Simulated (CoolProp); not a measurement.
Vapour-liquid equilibrium of carbon dioxide (1) + sulfur dioxide (2) at 249.8 K; x and y are mole fractions of (1).

Computed with CoolProp (multi-fluid Helmholtz-energy mixture model, Span 1996 and Gao 2016; pair parameters Bell 2016).

### Question
Give the bubble pressure and the first vapour's composition at x = 0.575, 0.65, 0.875. Is there an azeotrope?

### Answer
x = 0.575: 1.107 MPa, y = 0.969; x = 0.65: 1.213 MPa, y = 0.975; x = 0.875: 1.545 MPa, y = 0.990. No azeotrope shows between x = 0.05 and 0.95.

Pair parameters are fitted to limited data, so mixtures are less certain than the pure fluids. The gap from Raoult's law changes sign with composition, which may be real or a fault of the pair parameters; it wasn't checked against measurements.
